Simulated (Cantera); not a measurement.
A perfectly stirred reactor is fed with CH4 : H2 : N2 = 0.0057 : 1 : 0.00033 (molar parts), at 58.5 Torr; it is held at 2050 K, and followed from long to short residence time.

Detailed kinetics in Cantera: GRI-Mech 3.0 (53 species, 325 reactions). GRI-Mech 3.0 stops at C3 and has no aromatics, soot or wall deposition, so with more carbon than oxygen in the feed, carbon stays in small species such as C2H2 where larger ones or solid carbon would form.

Problem. What does this change do: CH4 0.0057 to 0.014 parts?

Solution. 
```tsv
quantity	before	after
x(CH4) at τ = 5.60 s	0.000209	0.000327
x(H2) at τ = 5.60 s	0.989	0.985
x(C2H) at τ = 5.60 s	4.80e-7	1.18e-6
x(CH3) at τ = 5.60 s	3.32e-5	5.20e-5
x(HCN) at τ = 5.60 s	3.05e-7	4.75e-7
x(CH4) at τ = 57.0 ms	0.00201	0.00337
x(H2) at τ = 57.0 ms	0.989	0.984
x(C2H) at τ = 57.0 ms	2.48e-7	7.43e-7
x(CH3) at τ = 57.0 ms	0.000264	0.000453
x(HCN) at τ = 57.0 ms	1.28e-8	2.42e-8
```

Problem. What does this change do: CH4 0.0057 to 0.039 parts?

Solution. 
```json
[
 {"quantity": "x(CH4) at τ = 5.60 s", "before": "0.000209", "after": "0.000533"},
 {"quantity": "x(H2) at τ = 5.60 s", "before": "0.989", "after": "0.973"},
 {"quantity": "x(C2H) at τ = 5.60 s", "before": "4.80e-7", "after": "3.19e-6"},
 {"quantity": "x(CH3) at τ = 5.60 s", "before": "3.32e-5", "after": "8.52e-5"},
 {"quantity": "x(HCN) at τ = 5.60 s", "before": "3.05e-7", "after": "7.48e-7"},
 {"quantity": "x(CH4) at τ = 57.0 ms", "before": "0.00201", "after": "0.00598"},
 {"quantity": "x(H2) at τ = 57.0 ms", "before": "0.989", "after": "0.972"},
 {"quantity": "x(C2H) at τ = 57.0 ms", "before": "2.48e-7", "after": "2.21e-6"},
 {"quantity": "x(CH3) at τ = 57.0 ms", "before": "0.000264", "after": "0.000796"},
 {"quantity": "x(HCN) at τ = 57.0 ms", "before": "1.28e-8", "after": "4.02e-8"}
]
```
